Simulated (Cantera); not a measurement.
An adiabatic, constant-volume homogeneous reactor starts with C₃H₈ : O₂ : N₂ = 1 : 5.32 : 20 (molar parts), equivalence ratio 0.94, at 1775 K and 1280 Torr.

Detailed kinetics in Cantera: GRI-Mech 3.0 (53 species, 325 reactions). GRI-Mech 3.0 was tuned for natural gas; its chemistry of propane as a main component is partial and can be far from experiment. Above 3000 K some thermodynamic fits are extrapolated.

One state of this run: T (K) = 2876; P (bar) = 3.08; x C₃H₈ = <1e-12; x O₂ = 0.0383; x NO = 0.000552; x H₂O = 0.0924; x HO₂ = 1.20e-5; x H₂ = 0.0188. x: mole fraction; the columns are a selection and need not sum to one.

### Question
Which value of t (s) does it belong to?
(A) 0.00706
(B) 1.66e-5
(C) 0.00125
(D) 0.0168

### Answer
B, 1.66e-5
